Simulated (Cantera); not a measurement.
Mixture: 20.1 % CH3OH, 16.8 % O2, 63.1 % N2, at 101000 Pa, adiabatic and at constant pressure. Ignition delay is the time to a rise of 400 K.

Model: GRI-Mech 3.0 (53 species, 325 reactions), integrated in Cantera. GRI-Mech 3.0 was tuned for natural gas; its chemistry of methanol as a main component is partial and can be far from experiment.

Q: Predict: delay at 1000 K; delay at 1100 K; delay at 1200 K; delay at 1300 K; delay at 1400 K; apparent activation energy between 1300 and 1400 K.

A: 
```json
{
  "delay at 1000 K": "0.454 s",
  "delay at 1100 K": "50.7 ms",
  "delay at 1200 K": "8.26 ms",
  "delay at 1300 K": "1.82 ms",
  "delay at 1400 K": "0.517 ms",
  "apparent activation energy between 1300 and 1400 K": "190 kJ/mol"
}
```
